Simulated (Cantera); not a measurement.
Input (Python, Cantera):

```python
import numpy as np
import cantera as ct

surf = ct.Interface("diamond.yaml", "diamond_100")
gas, bulk = surf.adjacent["gas"], surf.adjacent["diamond"]
k = surf.kinetics_species_index(bulk.species_names[0])
cover = ["c6HH", "c6H*", "c6*H", "c6**", "c6HM", "c6B"]

rows, drift = [], 0.0
print(f"{'xH':>10s}{'um/h':>11s}" + "".join(f"{s:>11s}" for s in cover))
for v in [0.0001, 0.00021, 0.00045, 0.00095, 0.002, 0.0043, 0.0091, 0.019, 0.041]:
    T, P, xH, xCH3 = 1325, 2100, v, 2.5e-05
    gas.TPX = T, P, {"H": xH, "CH3": xCH3, "CH4": 0.0025, "H2": 1 - xH - xCH3 - 0.0025}
    surf.TP = bulk.TP = T, P
    surf.coverages = "c6H*:0.1, c6HH:0.9"
    surf.advance_coverages(100.0)
    before = surf.coverages
    surf.advance_coverages(100.0)
    drift = max(drift, np.max(np.abs(surf.coverages - before) / (surf.coverages + 1e-9)))
    rate = surf.net_production_rates[k] * bulk.mean_molecular_weight / bulk.density * 3.6e9
    rows.append([rate, *surf[cover].coverages])
    print(f"{v:10.4g}{rate:11.4e}" + "".join(f"{x:11.3e}" for x in rows[-1][1:]))
```

Result:

```
        xH       um/h       c6HH       c6H*       c6*H       c6**       c6HM        c6B
    0.0001 9.6278e-04  6.742e-01  2.859e-02  2.933e-01  3.864e-03  5.421e-06  2.613e-12
   0.00021 4.2706e-03  5.639e-01  3.790e-02  3.888e-01  9.365e-03  7.411e-06  1.159e-11
   0.00045 1.4187e-02  4.769e-01  4.481e-02  4.596e-01  1.853e-02  9.443e-06  3.850e-11
   0.00095 3.2736e-02  4.228e-01  4.866e-02  4.992e-01  2.921e-02  1.151e-05  8.883e-11
     0.002 5.6271e-02  3.923e-01  5.054e-02  5.184e-01  3.859e-02  1.344e-05  1.527e-10
    0.0043 8.0137e-02  3.760e-01  5.142e-02  5.273e-01  4.521e-02  1.486e-05  2.175e-10
    0.0091 1.0365e-01  3.681e-01  5.181e-02  5.311e-01  4.896e-02  1.552e-05  2.813e-10
     0.019 1.3379e-01  3.643e-01  5.202e-02  5.327e-01  5.092e-02  1.546e-05  3.630e-10
     0.041 1.8476e-01  3.624e-01  5.219e-02  5.334e-01  5.196e-02  1.458e-05  5.014e-10
```

Computed with Cantera and the Harris–Goodwin 1993 mechanism for the reconstructed diamond (100) surface.
